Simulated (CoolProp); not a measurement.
Computed with CoolProp (reference Helmholtz-energy equation of state, Lemmon 2013).

### Question
Give the vapour pressure (kPa), vapour density (kg/m³), liquid viscosity (µPa s), liquid conductivity (mW/(m K)) of saturated propylene at 256.6, 285.9, 315.1 K.

### Answer
```csv
T (K),p (kPa),vapour density (kg/m³),liquid viscosity (µPa s),liquid conductivity (mW/(m K))
256.6,344,7.42,141,132
285.9,840,17.6,107,117
315.1,1720,37.4,80.6,102
```

Viscosity comes from a separate model (Huber 2003), an estimate that may be off by 10 % or more. Thermal conductivity comes from a separate model (Huber 2003), an estimate that may be off by 10 % or more.
